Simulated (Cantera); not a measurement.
A Cantera script and its output.

```python
import numpy as np
import cantera as ct

gas = ct.Solution("gri30.yaml")
gas.TPX = 425, 1000000, {'CH4': 1, 'O2': 3.51, 'N2': 21}
inlet = ct.Reservoir(gas, clone=True)
gas.equilibrate("HP")  # start burning
reactor = ct.IdealGasConstPressureReactor(gas, energy="on", clone=False)
exhaust = ct.Reservoir(gas, clone=True)
tau = [0.39, 0.18, 0.08, 0.036, 0.016, 0.0074, 0.0033, 0.0015, 0.00068, 0.00031, 0.00014, 6.4e-05][0]
for a, b in ((inlet, reactor), (reactor, exhaust)):
    ct.MassFlowController(a, b, mdot=lambda t: reactor.mass / tau)
net = ct.ReactorNet([reactor])
show = ['CH4', 'O2', 'NO', 'C2H', 'CO2', 'CO']

rows = []
print(f"{'tau/s':>10s}{'T/K':>9s}" + "".join(f"{s:>11s}" for s in show))
for tau in [0.39, 0.18, 0.08, 0.036, 0.016, 0.0074, 0.0033, 0.0015, 0.00068, 0.00031, 0.00014, 6.4e-05]:
    net.initial_time = 0.0
    net.advance(30 * tau)
    before = gas.X
    net.advance(40 * tau)
    drift = np.max(np.abs(gas.X - before) / (gas.X + 1e-9))
    rows.append([gas.T, *gas[show].X, drift])
    print(f"{tau:10.3e}{gas.T:9.1f}" + "".join(f"{x:11.3e}" for x in gas[show].X))
```

Result:

```
     tau/s      T/K        CH4         O2         NO        C2H        CO2         CO
 3.900e-01   1358.5  6.214e-05  5.952e-02  5.366e-08  4.826e-13  3.871e-02  4.068e-04
 1.800e-01   1353.9  1.156e-04  5.984e-02  6.551e-08  7.534e-13  3.824e-02  8.036e-04
 8.000e-02   1344.2  2.291e-04  6.050e-02  6.842e-08  1.017e-12  3.724e-02  1.647e-03
 3.600e-02   1321.6  5.115e-04  6.206e-02  4.454e-08  1.142e-12  3.496e-02  3.538e-03
 1.600e-02    425.0  3.920e-02  1.376e-01 -9.347e-28  9.283e-55 -2.371e-16 -1.290e-16
 7.400e-03    425.0  3.920e-02  1.376e-01 -3.524e-31 -1.175e-58 -8.939e-20 -4.862e-20
 3.300e-03    425.0  3.920e-02  1.376e-01 -2.226e-32 -5.161e-60 -5.647e-21 -3.071e-21
 1.500e-03    425.0  3.920e-02  1.376e-01 -1.406e-33 -1.568e-61 -3.567e-22 -1.940e-22
 6.800e-04    425.0  3.920e-02  1.376e-01 -8.882e-35 -4.556e-63 -2.253e-23 -1.226e-23
 3.100e-04    425.0  3.920e-02  1.376e-01 -5.610e-36 -1.300e-64 -1.423e-24 -7.741e-25
 1.400e-04    425.0  3.920e-02  1.376e-01 -3.544e-37 -3.758e-66 -8.990e-26 -4.890e-26
 6.400e-05    425.0  3.920e-02  1.376e-01 -2.238e-38 -1.059e-67 -5.679e-27 -3.089e-27
```

Model: GRI-Mech 3.0 (53 species, 325 reactions), integrated in Cantera.
